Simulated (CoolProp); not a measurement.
R141b along the isotherm 500 K: density (kg/m³) from the reference equation and from simpler models built on Tc = 477.5 K, pc = 42.12 bar, ω = 0.220; each cubic takes its own stable root.

Values from CoolProp's reference Helmholtz-energy equation of state, Lemmon 2006. It is a short technical equation, of lower accuracy than the large ones.

| p (bar) | phase | reference |
|---|---|---|
| 0.2 | gas | 0.5634 |
| 0.379 | gas | 1.069 |
| 0.718 | gas | 2.030 |
| 1.36 | gas | 3.861 |
| 2.58 | gas | 7.386 |
| 4.89 | gas | 14.23 |
| 9.27 | gas | 27.88 |
| 17.6 | gas | 56.87 |
| 33.3 | gas | 129.8 |
| 63.2 | supercritical | 579.3 |

**Question.** How far does each simpler model (ideal gas, Redlich-Kwong) lie from the reference over these 10 states: mean and median of the absolute difference, and the worst?

**Answer.** 
- ideal gas: mean 12.3 %, median 2.5 %, worst -69.3 % at 500 K and 63.2 bar
- Redlich-Kwong: mean 1.3 %, median 0.2 %, worst -10.7 % at 500 K and 63.2 bar
